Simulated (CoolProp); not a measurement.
Ethanol along the isotherm 593.7 K: density (kg/m³) from the reference equation and from simpler models built on Tc = 514.7 K, pc = 6.268 MPa, ω = 0.644; each cubic takes its own stable root.

Model: reference Helmholtz-energy equation of state, Schroeder 2014, in CoolProp.

```json
[
 {"p (MPa)": "0.196", "phase": "gas", "reference": "1.838", "ideal gas": "1.829", "van der Waals": "1.841", "Redlich-Kwong": "1.842", "Peng-Robinson": "1.842"},
 {"p (MPa)": "0.392", "phase": "gas", "reference": "3.693", "ideal gas": "3.658", "van der Waals": "3.707", "Redlich-Kwong": "3.711", "Peng-Robinson": "3.708"},
 {"p (MPa)": "0.588", "phase": "gas", "reference": "5.566", "ideal gas": "5.488", "van der Waals": "5.599", "Redlich-Kwong": "5.607", "Peng-Robinson": "5.601"},
 {"p (MPa)": "0.783", "phase": "gas", "reference": "7.448", "ideal gas": "7.307", "van der Waals": "7.507", "Redlich-Kwong": "7.521", "Peng-Robinson": "7.510"},
 {"p (MPa)": "0.979", "phase": "gas", "reference": "9.358", "ideal gas": "9.137", "van der Waals": "9.452", "Redlich-Kwong": "9.473", "Peng-Robinson": "9.455"},
 {"p (MPa)": "1.18", "phase": "gas", "reference": "11.34", "ideal gas": "11.01", "van der Waals": "11.48", "Redlich-Kwong": "11.51", "Peng-Robinson": "11.48"},
 {"p (MPa)": "1.37", "phase": "gas", "reference": "13.23", "ideal gas": "12.79", "van der Waals": "13.42", "Redlich-Kwong": "13.46", "Peng-Robinson": "13.42"},
 {"p (MPa)": "1.57", "phase": "gas", "reference": "15.24", "ideal gas": "…", "van der Waals": "15.50", "Redlich-Kwong": "15.55", "Peng-Robinson": "15.49"},
 {"p (MPa)": "1.76", "phase": "gas", "reference": "17.17", "ideal gas": "16.43", "van der Waals": "17.50", "Redlich-Kwong": "17.56", "Peng-Robinson": "17.49"},
 {"p (MPa)": "1.96", "phase": "gas", "reference": "19.22", "ideal gas": "18.29", "van der Waals": "…", "Redlich-Kwong": "19.72", "Peng-Robinson": "19.62"},
 {"p (MPa)": "2.15", "phase": "gas", "reference": "21.19", "ideal gas": "20.07", "van der Waals": "21.71", "Redlich-Kwong": "21.80", "Peng-Robinson": "21.67"},
 {"p (MPa)": "2.35", "phase": "gas", "reference": "23.29", "ideal gas": "21.93", "van der Waals": "23.92", "Redlich-Kwong": "24.03", "Peng-Robinson": "23.87"},
 {"p (MPa)": "2.55", "phase": "gas", "reference": "25.41", "ideal gas": "…", "van der Waals": "26.18", "Redlich-Kwong": "26.30", "Peng-Robinson": "26.10"},
 {"p (MPa)": "2.74", "phase": "gas", "reference": "27.45", "ideal gas": "25.57", "van der Waals": "28.36", "Redlich-Kwong": "…", "Peng-Robinson": "28.24"},
 {"p (MPa)": "2.94", "phase": "gas", "reference": "29.62", "ideal gas": "27.44", "van der Waals": "30.69", "Redlich-Kwong": "30.85", "Peng-Robinson": "…"},
 {"p (MPa)": "3.13", "phase": "gas", "reference": "…", "ideal gas": "29.21", "van der Waals": "32.96", "Redlich-Kwong": "33.12", "Peng-Robinson": "32.75"}
]
```

Problem. Some entries are withheld; supply them.

Solution. 
- 1.57, ideal gas: 14.65
- 1.96, van der Waals: 19.64
- 2.55, ideal gas: 23.80
- 2.74, Redlich-Kwong: 28.50
- 2.94, Peng-Robinson: 30.54
- 3.13, reference: 31.71
